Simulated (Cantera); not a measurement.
A Cantera script and its output.

```python
import numpy as np
import cantera as ct

surf = ct.Interface("ptcombust.yaml", "Pt_surf")
gas = surf.adjacent["gas"]
gas.TPX = 300, 43000, {'CH4': 0.02, 'O2': 0.11, 'N2': 0.79}
jet = ct.ImpingingJet(gas=gas, width=0.042, surface=surf)
jet.inlet.mdot, jet.inlet.T, jet.inlet.X = 0.053, 300, {'CH4': 0.02, 'O2': 0.11, 'N2': 0.79}
jet.set_refine_criteria(ratio=10, slope=0.2, curve=0.3)
show, cover = ['CH4', 'O2', 'H2O', 'OH', 'CO', 'CO2'], ["PT(S)", "H(S)", "O(S)", "OH(S)", "CO(S)", "C(S)"]

rows = []
print(f"{'Ts/K':>7s}" + "".join(f"{s:>11s}" for s in show + cover) + "   (gas at the wall, coverages)")
for i, Ts in enumerate([850, 900, 950, 1000, 1050]):
    jet.surface.T = Ts
    if i == 0:
        surf.TP = Ts, 43000
        surf.coverages = "PT(S):0.5, O(S):0.5"
        surf.advance_coverages(1.0)
        jet.set_initial_guess(products="inlet")
    jet.solve(loglevel=0, auto=(i == 0))
    rows.append([*(jet.X[gas.species_index(s), -1] for s in show), *surf[cover].coverages])
    print(f"{Ts:7g}" + "".join(f"{x:11.3e}" for x in rows[-1]))
```

It prints:

```
   Ts/K        CH4         O2        H2O         OH         CO        CO2      PT(S)       H(S)       O(S)      OH(S)      CO(S)       C(S)   (gas at the wall, coverages)
    850  1.609e-02  1.075e-01  1.060e-02  4.325e-09  3.540e-06  6.896e-03  8.629e-02  2.111e-08  9.121e-01  1.576e-03  1.066e-05  2.721e-08
    900  1.114e-02  9.702e-02  1.980e-02  1.738e-08  3.498e-06  1.292e-02  1.350e-01  7.998e-08  8.629e-01  2.091e-03  9.304e-06  3.308e-08
    950  7.082e-03  8.845e-02  2.728e-02  5.243e-08  3.068e-06  1.785e-02  1.919e-01  2.195e-07  8.058e-01  2.308e-03  6.612e-06  3.163e-08
   1000  4.541e-03  8.310e-02  3.191e-02  1.381e-07  2.634e-06  2.092e-02  2.528e-01  4.842e-07  7.449e-01  2.292e-03  4.336e-06  2.710e-08
   1050  3.053e-03  8.001e-02  3.456e-02  3.249e-07  2.327e-06  2.268e-02  3.153e-01  9.278e-07  6.826e-01  2.157e-03  2.828e-06  2.250e-08
```

Computed with Cantera and Deutschmann's 1995 Pt surface mechanism with GRI-Mech 3.0 gas chemistry. Catalytic surfaces can have several steady states; this one follows from the mechanism file's or the stated starting coverage.
